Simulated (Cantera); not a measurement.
A perfectly stirred reactor is fed with CH₄ : CO₂ : H₂ : H₂O = 1 : 0.67 : 0.57 : 0.0062 (molar parts), at 2.00 bar; it is held at 1598 K, and followed from long to short residence time.

Model: GRI-Mech 3.0 (53 species, 325 reactions), integrated in Cantera.

Predict: x(CH₄) at τ = 2.00 s; x(CO₂) at τ = 2.00 s; x(H₂) at τ = 2.00 s; x(CH₄) at τ = 12.0 ms; x(CO₂) at τ = 12.0 ms; x(H₂) at τ = 12.0 ms.


- x(CH₄) at τ = 2.00 s: 0.0732
- x(CO₂) at τ = 2.00 s: 0.0267
- x(H₂) at τ = 2.00 s: 0.450
- x(CH₄) at τ = 12.0 ms: 0.370
- x(CO₂) at τ = 12.0 ms: 0.257
- x(H₂) at τ = 12.0 ms: 0.289
